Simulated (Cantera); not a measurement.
Cantera run:

```python
import numpy as np
import cantera as ct

gas_names = """
    Fe FeO Fe(OH)2 H HO2 H2 H2O H2O2 O OH O2 O3
""".split()
cond_names = """
    Fe(a) Fe(c) Fe(d) Fe(L) FeO(s) FeO(L) Fe(OH)2(s) Fe(OH)3(s) Fe2O3(s) Fe3O4(s) H2O(s) H2O(L)
""".split()


# ... load() reads the species with a 1 bar reference pressure and builds the phases ...
atoms = {
    'Fe3O4': {'Fe': 3, 'O': 4},
    'H2': {'H': 2},
}
top_T = {'Fe2O3(s)': 1830, 'Fe3O4(s)': 1870}  # K; cautious upper limits of use, not melting points


# ... equilibrate(T, P, feed) seeds the gas with the atoms and calls Mixture.equilibrate('TP', solver="vcs", rtol=1e-11, max_steps=5000) ...
results = []
T = 1200  # K
P = 440000  # Pa
for m in [12, 25, 53, 110, 250, 530, 1100, 2400]:
    feed = {'Fe3O4': 1, 'H2': m}  # mol
    mix = equilibrate(T, P, feed)
    results.append((T, P, feed, dict(zip(mix.species_names, mix.species_moles))))

top = {s: max(r[3][s] / sum(r[3][g] for g in gas_names) for r in results) for s in gas_names}
cols = sorted((s for s in top if top[s] > 0.0001), key=lambda s: -top[s])[:5]
seen = [c for c in cond_names if any(r[3].get(c, 0) > 1e-12 for r in results)]
print("log10 of partial pressures in bar; condensed amounts in mol")
print(f"{'n(H2)':>10s}" + "".join(f"{s[:9]:>10s}" for s in cols + seen))
for T, P, feed, n in results:
    ng = sum(n[g] for g in gas_names)
    print(f"{feed['H2']:10.4g}" + "".join(f"{np.log10(max(n[s] / ng * P / 1e5, 1e-99)):10.3f}" for s in cols)
          + "".join(f"{n.get(c, 0):10.4g}" for c in seen))
```

Output:

```
log10 of partial pressures in bar; condensed amounts in mol
     n(H2)        H2       H2O     Fe(c)    FeO(s)
        12     0.537    -0.020     1.604     1.396
        25     0.568    -0.152         3         0
        53     0.609    -0.479         3         0
       110     0.627    -0.796         3         0
       250     0.636    -1.152         3         0
       530     0.640    -1.479         3         0
      1100     0.642    -1.796         3         0
      2400     0.643    -2.135         3         0
```

Cantera equilibrium calculation (NASA polynomials, part measured and part estimated; ideal gas, pure solids and liquids). Mutual solubility and eutectic melting of coexisting phases are not modelled. The tables' stoichiometric FeO is somewhat more stable than real wüstite, so its field is too wide. FeO: taken at fixed stoichiometry.
